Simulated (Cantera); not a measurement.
# Ignition delay

Mixture: 14.6 % CH4, 1.89 % H2, 16.7 % O2, 66.8 % N2, equivalence ratio 1.8, at 0.395 atm, adiabatic and at constant volume. Ignition delay is the time to a rise of 400 K.

Cantera simulation using GRI-Mech 3.0 (53 species, 325 reactions); the numbers are that mechanism's predictions, not measurements.

| T0 (K) | delay (ms) |
|---|---|
| 1225 | 27.2 |
| 1325 | 8.70 |
| 1425 | 3.13 |
| 1525 | 1.31 |
| 1625 | 0.621 |
| 1725 | 0.326 |
| 1825 | 0.184 |
| 1925 | 0.111 |
| 2025 | 0.0699 |

- apparent activation energy between 1825 and 2025 K: 150 kJ/mol
